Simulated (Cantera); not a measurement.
Input (Python, Cantera) and output of one run.

```python
import numpy as np
import cantera as ct

gas_names = """
    N NO NO2 NO3 N2 N2O O O2 O3 Ti TiO TiO2
""".split()
cond_names = """
    Ti(a) Ti(b) Ti(L) TiN(s) TiN(L) TiO(a) TiO(b) TiO(L) TiO2(ru) TiO2(L) Ti2O3(a) Ti2O3(b) Ti2O3(L)
    Ti3O5(a) Ti3O5(b) Ti3O5(L) Ti4O7(s) Ti4O7(L)
""".split()


# ... load() reads the species with a 1 bar reference pressure and builds the phases ...
atoms = {
    'Ti': {'Ti': 1},
    'O2': {'O': 2},
    'N2': {'N': 2},
}
top_T = {}  # K; cautious upper limits of use, not melting points


# ... equilibrate(T, P, feed) seeds the gas with the atoms and calls Mixture.equilibrate('TP', solver="vcs", rtol=1e-11, max_steps=5000) ...
results = []
feed = {'Ti': 1, 'O2': 1.3, 'N2': 26}  # mol
P = 100  # Pa
for T in [1048, 1148, 1248, 1348, 1448, 1548, 1648, 1748, 1848, 1948]:
    mix = equilibrate(T, P, feed)
    results.append((T, P, feed, dict(zip(mix.species_names, mix.species_moles))))

top = {s: max(r[3][s] / sum(r[3][g] for g in gas_names) for r in results) for s in gas_names}
cols = sorted((s for s in top if top[s] > 0.0001), key=lambda s: -top[s])[:6]
seen = [c for c in cond_names if any(r[3].get(c, 0) > 1e-12 for r in results)]
print("log10 of partial pressures in bar; condensed amounts in mol")
print(f"{'T/K':>10s}" + "".join(f"{s[:9]:>10s}" for s in cols + seen))
for T, P, feed, n in results:
    ng = sum(n[g] for g in gas_names)
    print(f"{T:10.4g}" + "".join(f"{np.log10(max(n[s] / ng * P / 1e5, 1e-99)):10.3f}" for s in cols)
          + "".join(f"{n.get(c, 0):10.4g}" for c in seen))
```

It prints:

```
log10 of partial pressures in bar; condensed amounts in mol
       T/K        N2        O2        NO         O  TiO2(ru)
      1048    -3.005    -4.943    -7.869   -11.670         1
      1148    -3.005    -4.943    -7.473   -10.572         1
      1248    -3.005    -4.944    -7.140    -9.649         1
      1348    -3.005    -4.946    -6.856    -8.862         1
      1448    -3.005    -4.948    -6.612    -8.184         1
      1548    -3.005    -4.951    -6.401    -7.593         1
      1648    -3.005    -4.956    -6.216    -7.075         1
      1748    -3.005    -4.965    -6.055    -6.617         1
      1848    -3.005    -4.979    -5.914    -6.212    0.9997
      1948    -3.006    -5.005    -5.794    -5.855    0.9979
```

Cantera equilibrium calculation (NASA polynomials, part measured and part estimated; ideal gas, pure solids and liquids).
